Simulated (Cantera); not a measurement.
An adiabatic, constant-pressure homogeneous reactor starts with 11.4 % CH₄, 0.398 % C₂H₆, 18.5 % O₂, 69.7 % N₂, equivalence ratio 1.3, at 1650 K and 1.97 atm.

Computed with Cantera and GRI-Mech 3.0 (53 species, 325 reactions).

One state of this run: T (K) = 2863; x CH₄ = <1e-12; x C₂H₆ = <1e-12; x O₂ = 0.00472; x NO₂ = 6.02e-7; x O = 0.00339; x CH₂ = <1e-12; x H = 0.0155. x: mole fraction; the columns are a selection and need not sum to one.

Question: Which value of t (s) does it belong to?
A) 0.000863
B) 1.83e-5
C) 4.80e-5
D) 7.00e-6

Answer: A, 0.000863
